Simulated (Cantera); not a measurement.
Silicon epitaxy and polysilicon growth: SiCl4 + Cl2 + H2

A closed system holds: 1 mol SiCl4, 0.07 mol Cl2, 190 mol H2, equilibrated at 0.620 bar.

These are equilibrium values from Cantera (NASA tables, ideal gas, pure condensed phases), not measurements of a reactor. Candidate condensed phases: Si; 19 gas species. The tables' values for SiCl3 are old estimates; treat these amounts as uncertain. Gases not in the tables: Si2H6 and higher silanes. Rates play no part.

| T (°C) | log p H2 | log p HCl | log p SiCl4 | log p SiHCl3 | log p SiCl2 | log p H | n Si(s) | n Si(l) |
|---|---|---|---|---|---|---|---|---|
| 650 | -0.21 | -2.64 | -2.80 | -2.82 | -5.47 | -9.72 | 0 | 0 |
| 750 | -0.21 | -2.43 | -2.96 | -2.81 | -4.40 | -8.49 | 0.0840 | 0 |
| 850 | -0.21 | -2.17 | -3.19 | -3.00 | -3.80 | -7.48 | 0.348 | 0 |
| 950 | -0.22 | -2.01 | -3.62 | -3.34 | -3.42 | -6.63 | 0.594 | 0 |
| 1050 | -0.22 | -1.95 | -4.27 | -3.83 | -3.25 | -5.91 | 0.719 | 0 |
| 1150 | -0.22 | -1.93 | -4.98 | -4.37 | -3.17 | -5.29 | 0.752 | 0 |
| 1250 | -0.22 | -1.93 | -5.63 | -4.87 | -3.13 | -4.74 | 0.753 | 0 |
| 1350 | -0.22 | -1.93 | -6.22 | -5.32 | -3.10 | -4.27 | 0.745 | 0 |
| 1450 | -0.22 | -1.93 | -6.76 | -5.73 | -3.10 | -3.85 | 0 | 0.747 |
| 1550 | -0.22 | -1.92 | -7.28 | -6.15 | -3.15 | -3.47 | 0 | 0.769 |
log p: log10 of the partial pressure in bar; n: condensed amount in mol.

At 650 °C nothing is condensed. From 750 °C to 1350 °C the condensed part is Si(s). From 1450 °C to 1550 °C the condensed part is Si(l). The main Si-bearing gas is SiCl4 at 650 °C and SiCl2 at 1550 °C. The share of Si in condensed phases is highest at 1550 °C (76.9 %) and lowest at 650 °C (0.0 %).
